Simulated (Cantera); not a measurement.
## Premixed flame

A freely propagating, adiabatic, planar premixed flame of 19.9 % H₂, 16.8 % O₂, 63.3 % N₂, equivalence ratio 0.59, unburnt at 675 K and 3150 Torr; multicomponent+Soret transport, grid criteria slope 0.08 and curve 0.16, no radiation.

Detailed kinetics in Cantera: the H2/O2 subset of GRI-Mech 3.0, which has no nitrogen chemistry. The hydrogen kinetics of GRI-Mech 3.0 are dated; newer H2 mechanisms differ, most at raised pressure. Burning velocities carry a grid error of a few per cent, more on coarse grids. Lean hydrogen flames are cellular in practice and burn faster than this planar one.

```tsv
z (mm)	T (K)	u (m/s)	x H₂	x O₂	x OH	x H	x HO₂	x H₂O₂
-0.223	675	3.72	0.198	0.168	<1e-8	<1e-8	<1e-8	<1e-8
-0.149	675	3.71	0.197	0.168	<1e-8	<1e-8	1.21e-7	<1e-8
-0.111	675	3.70	0.195	0.169	<1e-8	<1e-8	9.56e-7	5.79e-8
-0.0743	679	3.68	0.185	0.171	1.52e-8	4.52e-8	2.12e-5	1.32e-6
-0.0372	765	4.00	0.146	0.175	8.61e-5	9.92e-5	0.000580	4.67e-5
-0.0186	1020	5.21	0.107	0.163	0.000837	0.00162	0.000554	7.09e-5
0	1364	6.88	0.0609	0.132	0.00322	0.00626	0.000323	2.06e-5
0.0186	1618	8.14	0.0276	0.101	0.00721	0.00885	0.000190	5.53e-6
0.0372	1764	8.86	0.0140	0.0868	0.00982	0.00762	0.000123	3.27e-6
0.0743	1908	9.54	0.00685	0.0797	0.0107	0.00406	6.68e-5	1.87e-6
0.149	2011	10.0	0.00338	0.0783	0.00874	0.00134	3.06e-5	1.09e-6
0.297	2065	10.2	0.00133	0.0784	0.00588	0.000319	1.25e-5	6.33e-7
0.594	2088	10.3	0.000490	0.0789	0.00373	7.16e-5	5.97e-6	3.96e-7
```
x: mole fraction of selected species; z is measured from the peak of heat release.

laminar burning velocity: 372 cm/s
thermal thickness: 0.0743 mm
peak x(OH): 0.0108
peak x(H): 0.00886
peak x(HO₂): 0.000672
peak x(H₂O₂): 7.40e-5
